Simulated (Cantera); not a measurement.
An adiabatic, constant-pressure homogeneous reactor starts with 12.5 % H2, 18.4 % O2, 69.1 % N2, at 1625 K and 1000000 Pa.

Model: GRI-Mech 3.0 (53 species, 325 reactions), integrated in Cantera. The hydrogen kinetics of GRI-Mech 3.0 are dated; newer H2 mechanisms differ, most at raised pressure.

One state of this run: T (K) = 2452; x H2 = 0.000540; x O2 = 0.127; x H = 0.000150; x O = 0.00129; x NO = 0.000499; x H2O2 = 9.19e-7; x H2O = 0.129. x: mole fraction; the columns are a selection and need not sum to one.

Which value of t (s) does it belong to?
A) 0.796
B) 2.00
C) 0.0502
D) 0.000200

D, 0.000200
